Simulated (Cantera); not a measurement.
A closed system holds: 1 mol Fe, 19 mol H₂O, 1.3 mol H₂, at 575 °C and 1.65 Torr.

Cantera equilibrium calculation (NASA polynomials, part measured and part estimated; ideal gas, pure solids and liquids). Candidate condensed phases: Fe, FeO, Fe(OH)₂, Fe(OH)₃, Fe₂O₃, Fe₃O₄, H₂O; 12 gas species. Rates play no part.

Base state: H₂O 0.870, H₂ 0.130 (mole fractions); condensed: Fe₃O₄(s).

Task: What changes in the equilibrium state with this change: 0.082 mol CH₄ added?

Result: 
| species | before | after |
|---|---|---|
| H₂O | 0.870 | 0.852 |
| H₂ | 0.130 | 0.144 |
| CO₂ | 0 | 0.00378 |
| CO | 0 | 0.000207 |
| Fe₃O₄(s), mol | 0.333 | 0.333 |
Further candidate phases: C, C₆H₆, C₇H₈, C₈H₁₈, Fe(CO)₅.
